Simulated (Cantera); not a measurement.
Feed: 1 mol Si₃N₄, a varied amount of N₂O, 54 mol N₂, 0.088 mol H₂O, equilibrated at 1975 K and 4000 Pa.

Method: chemical equilibrium by Gibbs-energy minimisation in Cantera with the NASA 1993 tables (ideal gas, pure condensed phases). Candidate condensed phases: H₂O, Si, SiO₂, Si₂N₂O, Si₃N₄; 35 gas species. The tables hold silica as quartz up to 1696 K and as liquid above; real silica turns to tridymite and cristobalite and melts near 1996 K. Rates play no part.

Task: Which condensed phases are stable at each of these points (n(N₂O) (mol)): 0.29, 0.4, 0.54, 0.74, 1, 1.4, 1.9, 2.6, 3.6?

Result: 
```json
[
 {"n(N₂O) (mol)": "0.29", "condensed phases": "Si(l)", "Si condensed (%)": "85.5"},
 {"n(N₂O) (mol)": "0.4", "condensed phases": "Si(l)", "Si condensed (%)": "81.8"},
 {"n(N₂O) (mol)": "0.54", "condensed phases": "Si(l)", "Si condensed (%)": "77.2"},
 {"n(N₂O) (mol)": "0.74", "condensed phases": "Si(l)", "Si condensed (%)": "70.5"},
 {"n(N₂O) (mol)": "1", "condensed phases": "Si(l)", "Si condensed (%)": "61.8"},
 {"n(N₂O) (mol)": "1.4", "condensed phases": "Si(l)", "Si condensed (%)": "48.4"},
 {"n(N₂O) (mol)": "1.9", "condensed phases": "Si(l)", "Si condensed (%)": "31.7"},
 {"n(N₂O) (mol)": "2.6", "condensed phases": "Si(l)", "Si condensed (%)": "8.4"},
 {"n(N₂O) (mol)": "3.6", "condensed phases": "SiO₂(condensed)", "Si condensed (%)": "22.8"}
]
```

From 0.29 mol N₂O to 2.6 mol N₂O the condensed part is Si(l). At 3.6 mol N₂O the condensed part is SiO₂(condensed).
